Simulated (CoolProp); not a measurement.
Carbon dioxide at several states: density (kg/m³) from the reference equation and from simpler models built on Tc = 304.1 K, pc = 7.377 MPa, ω = 0.224; each cubic takes its own stable root.

Computed with CoolProp (reference Helmholtz-energy equation of state, Span 1996).

```
T (K)  p (MPa)          phase  reference
-----  -------  -------------  ---------
733.7     28.7  supercritical      199.2
861.9     38.6  supercritical      217.8
422.7      2.9            gas      37.93
306.9     1.76            gas      33.14
285.3   0.0358            gas     0.6656
```

**Question.** How far does each simpler model (ideal gas, van der Waals, Redlich-Kwong, Soave-Redlich-Kwong, Peng-Robinson) lie from the reference over these 5 states: mean and median of the absolute difference, and the worst?

**Answer.** 
- ideal gas: mean 5.1 %, median 4.3 %, worst +8.9 % at 861.9 K and 38.6 MPa
- van der Waals: mean 3.1 %, median 1.1 %, worst +7.0 % at 733.7 K and 28.7 MPa
- Redlich-Kwong: mean 1.8 %, median 0.7 %, worst +4.3 % at 861.9 K and 38.6 MPa
- Soave-Redlich-Kwong: mean 1.5 %, median 0.5 %, worst -3.7 % at 733.7 K and 28.7 MPa
- Peng-Robinson: mean 0.5 %, median 0.5 %, worst +0.9 % at 306.9 K and 1.76 MPa
